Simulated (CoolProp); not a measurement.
Vapour-liquid equilibrium of propylene (1) + R152A (2) at 277.3 K; x and y are mole fractions of (1).

Computed with CoolProp (multi-fluid Helmholtz-energy mixture model, Lemmon 2013 and Outcalt 1996; pair parameters Bell 2016).

```csv
x,"bubble pressure, mixture model (bar)","bubble pressure, Raoult's law (bar)","y, mixture model","y, Raoult's law"
0.05,3.546,3.234,0.167,0.102
0.15,4.373,3.588,0.375,0.276
0.25,5.017,3.942,0.498,0.418
0.35,5.509,4.296,0.581,0.538
0.45,5.884,4.650,0.644,0.638
0.55,6.172,5.005,0.697,0.725
0.65,6.393,5.359,0.747,0.800
0.75,6.557,5.713,0.799,0.866
0.85,6.656,6.067,0.862,0.924
0.95,6.656,6.421,0.945,0.976
```

The largest gap from Raoult's law is +28.2 % in bubble pressure, at x = 0.35. y crosses x between x = 0.85 and 0.95: the model has an azeotrope there.

The pair parameters rest on a limited set of measurements; away from them the model extrapolates.
